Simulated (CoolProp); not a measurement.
Saturation properties of propylene.

Model: reference Helmholtz-energy equation of state, Lemmon 2013, in CoolProp.

```tsv
T (K)	p (kPa)	liquid density (kg/m³)	liquid viscosity (µPa s)
264.8	451.4	558.2	130
268.8	511.8	552.5	125
272.8	578.0	546.6	121
276.8	650.3	540.7	116
280.8	…	534.6	112
284.8	814.8	528.3	108
288.8	907.6	521.9	104
292.8	1008	…	100.0
296.8	1116	508.6	96.3
300.8	1233	501.6	92.7
304.8	1358	494.5	89.2
308.8	1492	487.0	…
312.8	1635	479.3	82.5
316.8	…	471.2	79.2
320.8	1953	…	76.0
```

Question: Fill in the missing entries.

Answer: 
- 280.8, p (kPa): 729.1
- 292.8, liquid density (kg/m³): 515.4
- 308.8, liquid viscosity (µPa s): 85.8
- 316.8, p (kPa): 1789
- 320.8, liquid density (kg/m³): 462.8

It boils at 225.5 K under 1 atm.

Viscosity comes from a separate model (Huber 2003), an estimate that may be off by 10 % or more.
